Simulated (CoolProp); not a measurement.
Vapour-liquid equilibrium of R1234yf (1) + R1234ze(E) (2) at -84.15 °C; x and y are mole fractions of (1).

Values from CoolProp's multi-fluid Helmholtz-energy mixture model, Lemmon 2022 and Thol 2016; pair parameters Bell 2022.

```json
[
 {"x": "0.05", "bubble pressure, mixture model (bar)": "0.01877", "bubble pressure, Raoult's law (bar)": "0.01857", "y, mixture model": "___", "y, Raoult's law": "0.106"},
 {"x": "0.125", "bubble pressure, mixture model (bar)": "0.02060", "bubble pressure, Raoult's law (bar)": "0.02020", "y, mixture model": "___", "y, Raoult's law": "0.243"},
 {"x": "0.2", "bubble pressure, mixture model (bar)": "___", "bubble pressure, Raoult's law (bar)": "0.02184", "y, mixture model": "0.370", "y, Raoult's law": "0.360"},
 {"x": "0.275", "bubble pressure, mixture model (bar)": "0.02402", "bubble pressure, Raoult's law (bar)": "0.02348", "y, mixture model": "0.466", "y, Raoult's law": "0.460"},
 {"x": "0.35", "bubble pressure, mixture model (bar)": "___", "bubble pressure, Raoult's law (bar)": "0.02511", "y, mixture model": "0.549", "y, Raoult's law": "0.548"},
 {"x": "0.425", "bubble pressure, mixture model (bar)": "0.02724", "bubble pressure, Raoult's law (bar)": "0.02675", "y, mixture model": "___", "y, Raoult's law": "0.624"},
 {"x": "0.5", "bubble pressure, mixture model (bar)": "0.02882", "bubble pressure, Raoult's law (bar)": "0.02839", "y, mixture model": "0.688", "y, Raoult's law": "0.692"},
 {"x": "0.575", "bubble pressure, mixture model (bar)": "0.03038", "bubble pressure, Raoult's law (bar)": "0.03002", "y, mixture model": "0.747", "y, Raoult's law": "0.753"},
 {"x": "0.65", "bubble pressure, mixture model (bar)": "0.03195", "bubble pressure, Raoult's law (bar)": "0.03166", "y, mixture model": "0.801", "y, Raoult's law": "0.807"},
 {"x": "0.725", "bubble pressure, mixture model (bar)": "0.03351", "bubble pressure, Raoult's law (bar)": "0.03330", "y, mixture model": "0.850", "y, Raoult's law": "0.856"},
 {"x": "0.8", "bubble pressure, mixture model (bar)": "___", "bubble pressure, Raoult's law (bar)": "0.03493", "y, mixture model": "___", "y, Raoult's law": "0.900"},
 {"x": "0.875", "bubble pressure, mixture model (bar)": "___", "bubble pressure, Raoult's law (bar)": "0.03657", "y, mixture model": "0.938", "y, Raoult's law": "0.940"},
 {"x": "0.95", "bubble pressure, mixture model (bar)": "0.03824", "bubble pressure, Raoult's law (bar)": "0.03821", "y, mixture model": "0.976", "y, Raoult's law": "0.977"}
]
```

Task: Some entries are withheld; supply them.

Result: 
- 0.05, y, mixture model: 0.115
- 0.125, y, mixture model: 0.256
- 0.2, bubble pressure, mixture model (bar): 0.02235
- 0.35, bubble pressure, mixture model (bar): 0.02565
- 0.425, y, mixture model: 0.623
- 0.8, bubble pressure, mixture model (bar): 0.03508
- 0.8, y, mixture model: 0.896
- 0.875, bubble pressure, mixture model (bar): 0.03666

The largest gap from Raoult's law is +2.3 % in bubble pressure, at x = 0.275. No azeotrope shows between x = 0.05 and 0.95.

Pair parameters are fitted to limited data, so mixtures are less certain than the pure fluids.
